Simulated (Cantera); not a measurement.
A Cantera script and what it prints.

```python
import numpy as np
import cantera as ct

gas_names = [...]  # 140 gases of nasa_gas.yaml made of C, Fe, H, N, O
cond_names = """
    C(gr) C6H6(L) C7H8(L) C8H18(L),n-octa Fe(a) Fe(c) Fe(d) Fe(L) FeC5O5(L) FeO(s) FeO(L) Fe(OH)2(s)
    Fe(OH)3(s) Fe2O3(s) Fe3O4(s) H2O(s) H2O(L)
""".split()


# ... load() reads the species with a 1 bar reference pressure and builds the phases ...
atoms = {
    'Fe2O3': {'Fe': 2, 'O': 3},
    'CH4': {'C': 1, 'H': 4},
    'N2': {'N': 2},
    'C': {'C': 1},
}
top_T = {'C(gr)': 4500, 'Fe2O3(s)': 1830, 'Fe3O4(s)': 1870}  # K; cautious upper limits of use, not melting points


# ... equilibrate(T, P, feed) seeds the gas with the atoms and calls Mixture.equilibrate('TP', solver="vcs", rtol=1e-11, max_steps=5000) ...
results = []
feed = {'Fe2O3': 1, 'CH4': 5.1, 'N2': 2.7, 'C': 1.4}  # mol
T = 2000  # K
P = 133.322  # Pa
mix = equilibrate(T, P, feed)
results.append((T, P, feed, dict(zip(mix.species_names, mix.species_moles))))
print(gas.report(threshold=1e-05))
for i in range(1, mix.n_phases):
    print(f"{mix.phase(i).name:16s} {mix.phase_moles(i):12.5e} mol")
```

Output:

```
       temperature   2000 K
          pressure   133.32 Pa
           density   0.00012911 kg/m^3
  mean mol. weight   16.104 kg/kmol
   phase of matter   gas

                          1 kg             1 kmol
                     ---------------   ---------------
          enthalpy        5.4297e+06         8.744e+07  J
   internal energy        4.3971e+06        7.0811e+07  J
           entropy             17300         2.786e+05  J/K
    Gibbs function        -2.917e+07       -4.6976e+08  J
 heat capacity c_p            2066.4             33277  J/K
 heat capacity c_v            1550.1             24963  J/K

                      mass frac. Y      mole frac. X     chem. pot. / RT
                     ---------------   ---------------   ---------------
                CO           0.28673           0.16485           -42.772
    C2H2,acetylene        0.00067259        0.00041598           -32.245
                Fe           0.38111            0.1099           -8.6103
                 H         0.0020514          0.032774           -13.357
               HCN          0.006962         0.0041484           -33.864
               HNC        0.00039564        0.00023575           -33.864
                H2          0.067788            0.5415           -26.714
                N2           0.25428           0.14617           -35.484
     [ +132 minor]        1.2091e-05        7.2884e-06

C(gr)             3.40492e+00 mol
Fe(L)             0.00000e+00 mol
FeC5O5(L)         0.00000e+00 mol
FeO(L)            0.00000e+00 mol
```

Equilibrium computed with Cantera from the NASA thermochemical tables; the gas is ideal and each condensed phase is pure.
